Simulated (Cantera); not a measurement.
# N2O furnace oxynitridation

A perfectly stirred reactor is fed with 40.0 % N2O, 0.0148 % H2, 60.0 % N2, at 10.00 Torr; it is held at 1500 K, and followed from long to short residence time.

Model: GRI-Mech 3.0 (53 species, 325 reactions), integrated in Cantera. GRI-Mech 3.0 was tuned for natural gas; its chemistry of N2O as a main component is partial and can be far from experiment. Radical loss at walls, strong at low pressure, is not modelled. The temperature is held fixed by assumption; the heat of reaction is taken as removed at once.

| τ (s) | x N2O | x H2 | x O2 | x NO | x HO2 | x H |
|---|---|---|---|---|---|---|
| 13 | 0.0315 | 4.95e-7 | 0.117 | 0.0725 | 6.47e-9 | 1.21e-7 |
| 4.8 | 0.0746 | 1.27e-6 | 0.103 | 0.0648 | 1.59e-8 | 1.09e-7 |
| 1.8 | 0.151 | 3.26e-6 | 0.0785 | 0.0498 | 4.40e-8 | 9.52e-8 |
| 0.66 | 0.249 | 8.33e-6 | 0.0475 | 0.0302 | 1.37e-7 | 9.06e-8 |
| 0.24 | 0.328 | 2.00e-5 | 0.0227 | 0.0144 | 4.34e-7 | 1.02e-7 |
| 0.090 | 0.369 | 4.22e-5 | 0.00955 | 0.00603 | 1.17e-6 | 1.27e-7 |
| 0.033 | 0.388 | 7.78e-5 | 0.00364 | 0.00230 | 2.38e-6 | 1.55e-7 |
| 0.012 | 0.396 | 0.000115 | 0.00131 | 0.000837 | 2.90e-6 | 1.53e-7 |
| 0.0045 | 0.398 | 0.000137 | 0.000461 | 0.000301 | 1.66e-6 | 1.11e-7 |
| 0.0017 | 0.399 | 0.000145 | 0.000151 | 9.93e-5 | 4.19e-7 | 6.86e-8 |
| 0.00062 | 0.400 | 0.000147 | 4.00e-5 | 2.64e-5 | 5.30e-8 | 3.92e-8 |
x: mole fraction; the columns are a selection and need not sum to one.
